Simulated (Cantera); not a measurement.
An adiabatic, constant-volume homogeneous reactor starts with CH₄ : CO : O₂ : N₂ = 1 : 0.16 : 2.31 : 6.24 (molar parts), equivalence ratio 0.90, at 1200 K and 0.987 atm. Integrator tolerance rtol = 1e-08.

Model: GRI-Mech 3.0 (53 species, 325 reactions), integrated in Cantera.

Problem. What does this change do: initial temperature 1200 to 1750 K?

Solution. 
| quantity | before | after |
|---|---|---|
| time of steepest temperature rise | 34.3 ms | 0.120 ms |
| temperature at 4.00 s | 2910 K | 3023 K |
| equilibrium temperature | 2910 K | 3023 K |
| x(CH₄) at 4.00 s | <1e-12 (gas-phase equilibrium <1e-12) | <1e-12 (gas-phase equilibrium <1e-12) |
| x(CO) at 4.00 s | 0.0494 (gas-phase equilibrium 0.0494) | 0.0628 (gas-phase equilibrium 0.0628) |
| x(O₂) at 4.00 s | 0.0381 (gas-phase equilibrium 0.0381) | 0.0421 (gas-phase equilibrium 0.0421) |
| x(H) at 4.00 s | 0.00979 (gas-phase equilibrium 0.00979) | 0.0195 (gas-phase equilibrium 0.0195) |
| x(H₂O) at 4.00 s | 0.161 (gas-phase equilibrium 0.161) | 0.139 (gas-phase equilibrium 0.139) |
| x(H₂O₂) at 4.00 s | 7.52e-7 (gas-phase equilibrium 7.52e-7) | 6.96e-7 (gas-phase equilibrium 6.96e-7) |
Above 3000 K some thermodynamic fits are extrapolated.

Problem. What does this change do: pressure from 0.987 atm to 22.7 atm?

Solution. 
```json
[
 {"quantity": "time of steepest temperature rise", "before": "34.3 ms", "after": "1.66 ms"},
 {"quantity": "temperature at 4.00 s", "before": "2910 K", "after": "3186 K"},
 {"quantity": "equilibrium temperature", "before": "2910 K", "after": "3186 K"},
 {"quantity": "x(CH₄) at 4.00 s", "before": "<1e-12 (gas-phase equilibrium <1e-12)", "after": "<1e-12 (gas-phase equilibrium <1e-12)"},
 {"quantity": "x(CO) at 4.00 s", "before": "0.0494 (gas-phase equilibrium 0.0494)", "after": "0.0368 (gas-phase equilibrium 0.0368)"},
 {"quantity": "x(O₂) at 4.00 s", "before": "0.0381 (gas-phase equilibrium 0.0381)", "after": "0.0298 (gas-phase equilibrium 0.0298)"},
 {"quantity": "x(H) at 4.00 s", "before": "0.00979 (gas-phase equilibrium 0.00979)", "after": "0.00354 (gas-phase equilibrium 0.00354)"},
 {"quantity": "x(H₂O) at 4.00 s", "before": "0.161 (gas-phase equilibrium 0.161)", "after": "0.177 (gas-phase equilibrium 0.177)"},
 {"quantity": "x(H₂O₂) at 4.00 s", "before": "7.52e-7 (gas-phase equilibrium 7.52e-7)", "after": "5.46e-6 (gas-phase equilibrium 5.46e-6)"}
]
```
The pressure lies above the range GRI-Mech 3.0 was tuned for (to about 10 atm). Above 3000 K some thermodynamic fits are extrapolated.
